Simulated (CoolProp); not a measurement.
Vapour-liquid equilibrium of cyclopentane (1) + octamethylcyclotetrasiloxane (D4) (2) at 332.1 K; x and y are mole fractions of (1).

The numbers come from the multi-fluid Helmholtz-energy mixture model, Gedanitz 2015 and Thol 2015; pair parameters Bell 2016 in CoolProp.

```json
[
 {"x": "0.05", "bubble pressure, mixture model (MPa)": "0.006160", "bubble pressure, Raoult's law (MPa)": "0.008045", "y, mixture model": "0.812", "y, Raoult's law": "0.857"},
 {"x": "0.125", "bubble pressure, mixture model (MPa)": "0.01391", "bubble pressure, Raoult's law (MPa)": "0.01830", "y, mixture model": "0.923", "y, Raoult's law": "0.942"},
 {"x": "0.2", "bubble pressure, mixture model (MPa)": "0.02210", "bubble pressure, Raoult's law (MPa)": "0.02855", "y, mixture model": "0.955", "y, Raoult's law": "0.966"},
 {"x": "0.275", "bubble pressure, mixture model (MPa)": "0.03077", "bubble pressure, Raoult's law (MPa)": "0.03880", "y, mixture model": "0.971", "y, Raoult's law": "0.977"},
 {"x": "0.35", "bubble pressure, mixture model (MPa)": "0.03992", "bubble pressure, Raoult's law (MPa)": "0.04905", "y, mixture model": "0.980", "y, Raoult's law": "0.984"},
 {"x": "0.425", "bubble pressure, mixture model (MPa)": "0.04959", "bubble pressure, Raoult's law (MPa)": "0.05930", "y, mixture model": "0.986", "y, Raoult's law": "0.988"},
 {"x": "0.5", "bubble pressure, mixture model (MPa)": "0.05978", "bubble pressure, Raoult's law (MPa)": "0.06956", "y, mixture model": "0.990", "y, Raoult's law": "0.991"},
 {"x": "0.575", "bubble pressure, mixture model (MPa)": "0.07050", "bubble pressure, Raoult's law (MPa)": "0.07981", "y, mixture model": "0.993", "y, Raoult's law": "0.994"},
 {"x": "0.65", "bubble pressure, mixture model (MPa)": "0.08175", "bubble pressure, Raoult's law (MPa)": "0.09006", "y, mixture model": "0.995", "y, Raoult's law": "0.995"},
 {"x": "0.725", "bubble pressure, mixture model (MPa)": "0.09351", "bubble pressure, Raoult's law (MPa)": "0.1003", "y, mixture model": "0.997", "y, Raoult's law": "0.997"},
 {"x": "0.8", "bubble pressure, mixture model (MPa)": "0.1057", "bubble pressure, Raoult's law (MPa)": "0.1106", "y, mixture model": "0.998", "y, Raoult's law": "0.998"},
 {"x": "0.875", "bubble pressure, mixture model (MPa)": "0.1181", "bubble pressure, Raoult's law (MPa)": "0.1208", "y, mixture model": "0.999", "y, Raoult's law": "0.999"},
 {"x": "0.95", "bubble pressure, mixture model (MPa)": "0.1303", "bubble pressure, Raoult's law (MPa)": "0.1311", "y, mixture model": "1.000", "y, Raoult's law": "1.000"}
]
```

The largest gap from Raoult's law is -24.0 % in bubble pressure, at x = 0.125. No azeotrope shows between x = 0.05 and 0.95.

The pair parameters rest on a limited set of measurements; away from them the model extrapolates.
